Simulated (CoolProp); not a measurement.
Vapour-liquid equilibrium of acetone (1) + cyclohexane (2) at 0.772 MPa; x and y are mole fractions of (1).

Model: multi-fluid Helmholtz-energy mixture model, Lemmon 2006 and Zhou 2014; pair parameters Bell 2016, in CoolProp.

```csv
x,bubble temperature (K),y at the bubble point,dew temperature at overall composition x (K),liquid density (mol/L)
0.05,430.7,0.182,437.9,7.602
0.2,415.2,(withheld),(withheld),8.076
0.35,408.8,0.561,421.0,8.496
0.5,405.5,0.638,412.1,(withheld)
0.65,403.5,(withheld),405.0,9.506
0.8,402.7,(withheld),402.7,10.16
0.95,403.4,(withheld),403.5,10.91
```

Task: Complete the blanks.

Result: 
- 0.2, y at the bubble point: 0.447
- 0.2, dew temperature at overall composition x (K): 429.7
- 0.5, liquid density (mol/L): 8.959
- 0.65, y at the bubble point: 0.712
- 0.8, y at the bubble point: 0.805
- 0.95, y at the bubble point: 0.940

y crosses x between x = 0.8 and 0.95: the model has an azeotrope there.

The pair parameters rest on a limited set of measurements; away from them the model extrapolates.
